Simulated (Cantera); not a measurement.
Input: 1 mol CH3OH, 0.012 mol NH3, 10 mol N2, held at 3.20 bar.

Cantera equilibrium calculation (NASA polynomials, part measured and part estimated; ideal gas, pure solids and liquids). Candidate condensed phases: C, C6H6, C7H8, C8H18, H2O; 136 gas species. The numbers say what is thermodynamically allowed, not how fast it happens.

Task: Which condensed phases are stable at each of these points (T (°C)): 227, 377, 527, 677, 827, 977, 1127, 1277?

Result: 
| T (°C) | condensed phases | C condensed (%) |
|---|---|---|
| 227 | C(graphite) | 32.8 |
| 377 | C(graphite) | 32.5 |
| 527 | C(graphite) | 40.8 |
| 677 | C(graphite) | 22.3 |
| 827 | C(graphite) | 2.5 |
| 977 | gas only | 0.0 |
| 1127 | gas only | 0.0 |
| 1277 | gas only | 0.0 |

From 227 °C to 827 °C the condensed part is C(graphite). From 977 °C to 1277 °C nothing is condensed.
